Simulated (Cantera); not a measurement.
A Cantera script and what it prints.

```python
import numpy as np
import cantera as ct

gas_names = """
    Ba BaF BaF2 F F2 H HF H2 H2F2 H3F3 H4F4 H5F5 H6F6 H7F7
""".split()
cond_names = """
    Ba(cr) Ba(L) BaF2(a) BaF2(b,c) BaF2(L)
""".split()


# ... load() reads the species with a 1 bar reference pressure and builds the phases ...
atoms = {
    'BaF2': {'Ba': 1, 'F': 2},
    'HF': {'H': 1, 'F': 1},
    'H2': {'H': 2},
}
top_T = {}  # K; cautious upper limits of use, not melting points


# ... equilibrate(T, P, feed) seeds the gas with the atoms and calls Mixture.equilibrate('TP', solver="vcs", rtol=1e-11, max_steps=5000) ...
results = []
feed = {'BaF2': 1, 'HF': 0.17, 'H2': 0.12}  # mol
P = 5000  # Pa
for T in [1200, 1275, 1350, 1425, 1500, 1575, 1650, 1725]:
    mix = equilibrate(T, P, feed)
    results.append((T, P, feed, dict(zip(mix.species_names, mix.species_moles))))

top = {s: max(r[3][s] / sum(r[3][g] for g in gas_names) for r in results) for s in gas_names}
cols = sorted((s for s in top if top[s] > 0.001), key=lambda s: -top[s])[:7]
seen = [c for c in cond_names if any(r[3].get(c, 0) > 1e-12 for r in results)]
print("log10 of partial pressures in bar; condensed amounts in mol")
print(f"{'T/K':>10s}" + "".join(f"{s[:9]:>10s}" for s in cols + seen))
for T, P, feed, n in results:
    ng = sum(n[g] for g in gas_names)
    print(f"{T:10.4g}" + "".join(f"{np.log10(max(n[s] / ng * P / 1e5, 1e-99)):10.3f}" for s in cols)
          + "".join(f"{n.get(c, 0):10.4g}" for c in seen))
```

Output:

```
log10 of partial pressures in bar; condensed amounts in mol
       T/K        HF        H2      BaF2   BaF2(a) BaF2(b,c)   BaF2(L)
      1200    -1.533    -1.684    -7.695         1         0         0
      1275    -1.533    -1.684    -6.739         1         0         0
      1350    -1.533    -1.684    -5.902         1         0         0
      1425    -1.533    -1.684    -5.163         1         0         0
      1500    -1.533    -1.685    -4.508         0    0.9998         0
      1575    -1.534    -1.685    -3.925         0    0.9993         0
      1650    -1.536    -1.688    -3.405         0         0    0.9977
      1725    -1.543    -1.694    -2.962         0         0    0.9935
```

Method: chemical equilibrium by Gibbs-energy minimisation in Cantera with the NASA 1993 tables (ideal gas, pure condensed phases).
